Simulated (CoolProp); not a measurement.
500 sccm (0 °C, 1 atm) of nitrogen bubbles through liquid R11 at 279.7 K and leaves saturated at a total pressure of 0.15 MPa (ideal gas phase). Each further row changes one setting.

Computed with CoolProp (reference Helmholtz-energy equation of state, Jacobsen 1992).

```json
[
 {"case": "as stated", "vapour pressure (kPa)": "52.8", "mole fraction of vapour": "?", "delivery (mg/min)": "?", "delivery (sccm)": "272", "change of delivery for a bath 1 K warmer (%)": "?"},
 {"case": "bath temperature 284.7 K", "vapour pressure (kPa)": "64.5", "mole fraction of vapour": "0.430", "delivery (mg/min)": "?", "delivery (sccm)": "?", "change of delivery for a bath 1 K warmer (%)": "7.2"},
 {"case": "total pressure 0.3 MPa", "vapour pressure (kPa)": "52.8", "mole fraction of vapour": "0.176", "delivery (mg/min)": "?", "delivery (sccm)": "107", "change of delivery for a bath 1 K warmer (%)": "5.1"}
]
```

### Question
Fill in the missing entries.

### Answer

- as stated, mole fraction of vapour: 0.352
- as stated, delivery (mg/min): 1670
- as stated, change of delivery for a bath 1 K warmer (%): 6.5
- bath temperature 284.7 K, delivery (mg/min): 2310
- bath temperature 284.7 K, delivery (sccm): 377
- total pressure 0.3 MPa, delivery (mg/min): 655
